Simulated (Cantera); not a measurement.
A perfectly stirred reactor is fed with 6.28 % H2, 81.5 % O2, 12.2 % N2, at 2800 Pa; it is held at 1450 K, and followed from long to short residence time.

Cantera simulation using the H2/O2 subset of GRI-Mech 3.0, which has no nitrogen chemistry; the numbers are that mechanism's predictions, not measurements. Radical loss at walls, strong at low pressure, is not modelled. The temperature is held fixed by assumption; the heat of reaction is taken as removed at once.

Task: Predict: x(H2) at τ = 1.30 s; x(O2) at τ = 1.30 s; x(O) at τ = 1.30 s; x(H2O) at τ = 1.30 s; x(H2O2) at τ = 1.30 s; x(H2) at τ = 0.110 s; x(O2) at τ = 0.110 s; x(O) at τ = 0.110 s; x(H2O) at τ = 0.110 s; x(H2O2) at τ = 0.110 s.

Result: 
* **x(H2) at τ = 1.30 s**: 9.90e-5
* **x(O2) at τ = 1.30 s**: 0.806
* **x(O) at τ = 1.30 s**: 0.00210
* **x(H2O) at τ = 1.30 s**: 0.0636
* **x(H2O2) at τ = 1.30 s**: 3.53e-8
* **x(H2) at τ = 0.110 s**: 0.000444
* **x(O2) at τ = 0.110 s**: 0.798
* **x(O) at τ = 0.110 s**: 0.00981
* **x(H2O) at τ = 0.110 s**: 0.0614
* **x(H2O2) at τ = 0.110 s**: 7.17e-8
